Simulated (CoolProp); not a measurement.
1,2-dichloroethane along the isobar 1080 kPa: Z from the reference equation and from simpler models built on Tc = 561.6 K, pc = 5226 kPa, ω = 0.269; each cubic takes its own stable root.

Computed with CoolProp (reference Helmholtz-energy equation of state, Thol 2015).

```csv
T (K),phase,reference
418,liquid,0.02923
422.7,liquid,0.02915
427.4,liquid,0.02909
432.1,liquid,0.02903
436.8,liquid,0.02899
441.5,liquid,0.02896
446.2,liquid,0.02894
451,liquid,0.02894
460.4,gas,0.8418
465.1,gas,0.8480
469.8,gas,0.8539
474.5,gas,0.8594
479.3,gas,0.8647
484,gas,0.8697
```

### Question
How far does each simpler model (van der Waals, Redlich-Kwong, Soave-Redlich-Kwong, Peng-Robinson) lie from the reference over these 14 states: mean and median of the absolute difference, and the worst?

### Answer
- van der Waals: mean 1661.7 %, median 2849.7 %, worst +2958.1 % at 451 K and 1080 kPa
- Redlich-Kwong: mean 613.7 %, median 20.7 %, worst +2844.4 % at 451 K and 1080 kPa
- Soave-Redlich-Kwong: mean 9.2 %, median 15.1 %, worst +16.5 % at 451 K and 1080 kPa
- Peng-Robinson: mean 1.3 %, median 1.6 %, worst +2.7 % at 451 K and 1080 kPa

At some of these states van der Waals, Redlich-Kwong gives the other phase, because its saturation line lies elsewhere.
